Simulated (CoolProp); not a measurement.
Vapour-liquid equilibrium of benzene (1) + n-nonane (2) at 338.4 K; x and y are mole fractions of (1).

Computed with CoolProp (multi-fluid Helmholtz-energy mixture model, Thol 2012 and Lemmon 2006; pair parameters Bell 2016).

```csv
x,bubble pressure (kPa),y at the bubble point,dew pressure at overall composition x (kPa),liquid density (mol/L)
0.05,10.53,0.537,5.350,___
0.2,___,0.818,6.307,5.927
0.35,___,0.886,7.678,6.478
0.5,39.75,0.921,___,7.133
0.65,46.22,0.946,13.55,7.927
0.8,___,___,___,8.905
0.95,___,0.992,47.25,10.14
```

Question: What belongs in the gaps?

Answer: 
- 0.05, liquid density (mol/L): 5.459
- 0.2, bubble pressure (kPa): 23.36
- 0.35, bubble pressure (kPa): 32.54
- 0.5, dew pressure at overall composition x (kPa): 9.806
- 0.8, bubble pressure (kPa): 52.80
- 0.8, y at the bubble point: 0.969
- 0.8, dew pressure at overall composition x (kPa): 21.73
- 0.95, bubble pressure (kPa): 60.06

No azeotrope shows between x = 0.05 and 0.95.

Pair parameters are fitted to limited data, so mixtures are less certain than the pure fluids.
